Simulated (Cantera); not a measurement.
An isothermal, constant-pressure homogeneous reactor starts with C2H6 : N2 = 1 : 13 (molar parts), at 1000 K and 13300 Pa.

Cantera simulation using GRI-Mech 3.0 (53 species, 325 reactions); the numbers are that mechanism's predictions, not measurements. GRI-Mech 3.0 stops at C3 and has no aromatics, soot or wall deposition, so with more carbon than oxygen in the feed, carbon stays in small species such as C2H2 where larger ones or solid carbon would form.

x: mole fraction; the columns are a selection and need not sum to one.

| t (s) | x C2H6 | x H2 | x C2H2 | x C2H4 | x CH3 |
|---|---|---|---|---|---|
| 2.00e-5 | 0.0714 | <1e-12 | <1e-12 | <1e-12 | 1.56e-9 |
| 0.000104 | 0.0714 | 1.79e-11 | <1e-12 | 2.02e-11 | 7.93e-9 |
| 0.000545 | 0.0714 | 2.56e-9 | <1e-12 | 2.65e-9 | 3.64e-8 |
| 0.00284 | 0.0714 | [?] | <1e-12 | [?] | [?] |
| 0.0148 | 0.0714 | 1.50e-5 | 1.43e-10 | 1.51e-5 | 1.43e-7 |
| 0.0775 | 0.0710 | 0.000409 | 1.08e-7 | 0.000412 | 4.55e-7 |
| 0.404 | 0.0669 | 0.00405 | 1.00e-5 | 0.00409 | 6.07e-7 |
| 2.11 | 0.0481 | 0.0212 | 0.000209 | 0.0212 | 4.74e-7 |
| 11.0 | [?] | [?] | [?] | 0.0553 | [?] |
| 57.5 | 0.00138 | 0.0663 | 0.00569 | 0.0572 | 7.04e-8 |
| 300 | 0.00121 | 0.0672 | 0.0103 | 0.0507 | 9.60e-8 |

What belongs in the gaps?


- 0.00284, x H2: 2.75e-7
- 0.00284, x C2H4: 2.77e-7
- 0.00284, x CH3: 1.06e-7
- 11.0, x C2H6: 0.00856
- 11.0, x H2: 0.0576
- 11.0, x C2H2: 0.00188
- 11.0, x CH3: 1.70e-7
